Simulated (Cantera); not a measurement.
Feed: 1 mol SiCl₄, 65 mol N₂, at 827 °C and 7.50 Torr.

These are equilibrium values from Cantera (NASA tables, ideal gas, pure condensed phases), not measurements of a reactor. Candidate condensed phases: Si, Si₃N₄; 13 gas species. The numbers say what is thermodynamically allowed, not how fast it happens.

Base state: N₂ 0.985, SiCl₄ 0.0151 (mole fractions); condensed: gas only.

**Question.** What changes in the equilibrium state with this change: 0.04 mol NH₃ added?

**Answer.** 
```csv
species,before,after
N₂,0.985,0.983
SiCl₄,0.0151,0.0145
HCl,0,0.00180
SiCl₂,2.75e-8,2.44e-5
SiCl₃,5.47e-6,0.000160
"Si₃N₄(s), mol",0,0.00878
```
The tables' values for SiCl₃ are old estimates; treat these amounts as uncertain. Further candidate phases: NH₄Cl.
